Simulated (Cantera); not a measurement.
Input: 1 mol B2H6, 0.19 mol NH3, 26 mol N2, equilibrated at 1723.15 K and 8600 Pa.

These are equilibrium values from Cantera (NASA tables, ideal gas, pure condensed phases), not measurements of a reactor. Candidate condensed phases: B, BN; 15 gas species. The feed counts by its element totals alone. Equilibrium is a limit: real reactors are often held back by kinetics, nucleation or transport.

Base state: N2 0.884, H2 0.116, H 0.000212 (mole fractions); condensed: BN(s).

Q: What changes in the equilibrium state with this change: B2H6 replaced by BF3?

A: 
| species | before | after |
|---|---|---|
| N2 | 0.884 | 0.952 |
| BF3 | 0 | 0.0334 |
| H2 | 0.116 | 0.00839 |
| HF | 0 | 0.00374 |
| BF2 | 0 | 0.00237 |
| BF | 0 | 0.000224 |
| BN(s), mol | 2.00 | 0.00659 |
The tables' values for BF2 are old estimates; treat these amounts as uncertain.

Q: What changes in the equilibrium state with this change: pressure from 8600 Pa to 240 Pa?

A: 
```csv
species,before,after
N2,0.884,0.884
H2,0.116,0.115
H,0.000212,0.00126
"BN(s), mol",2.00,2.00
```
